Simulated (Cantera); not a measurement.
**Equilibrium for aluminium nitride and oxide growth: AlBr₃ + H₂O + N₂**

A closed system holds: 1 mol AlBr₃, a varied amount of H₂O, 54 mol N₂, held at 825 °C and 2.33 Torr.

Cantera equilibrium calculation (NASA polynomials, part measured and part estimated; ideal gas, pure solids and liquids). Candidate condensed phases: Al, AlBr₃, AlN, Al₂O₃, Br₂, H₂O; 41 gas species. Rates play no part.

```tsv
n(H₂O) (mol)	x N₂	x H₂O	x HBr	x AlBr₃	x Br	x H₂	x Br₂	n Al₂O₃(s)
0.6	0.968	6.84e-9	0.0210	0.0108	0.000479	0.000242	2.63e-6	0.200
0.8	0.963	1.43e-8	0.0279	0.00832	0.000578	0.000293	3.84e-6	0.267
1.1	0.956	3.92e-8	0.0382	0.00472	0.000712	0.000362	5.81e-6	0.367
1.4	0.949	1.59e-7	0.0484	0.00117	0.000832	0.000424	7.94e-6	0.467
1.9	0.940	0.00697	0.0514	1.53e-10	0.000866	0.000442	8.60e-6	0.500
2.5	0.931	0.0172	0.0508	3.80e-11	0.000860	0.000438	8.48e-6	0.500
3.3	0.918	0.0306	0.0501	1.54e-11	0.000852	0.000434	8.33e-6	0.500
4.3	0.903	0.0468	0.0493	7.74e-12	0.000843	0.000429	8.14e-6	0.500
5.7	0.882	0.0686	0.0482	4.07e-12	0.000830	0.000423	7.89e-6	0.500
7.6	0.855	0.0966	0.0467	2.22e-12	0.000813	0.000414	7.58e-6	0.500
10	0.824	0.130	0.0450	1.28e-12	0.000793	0.000404	7.21e-6	0.500
```
x: gas mole fraction; n: condensed amount in mol.

From 0.6 mol H₂O to 10 mol H₂O the condensed part is Al₂O₃(s).
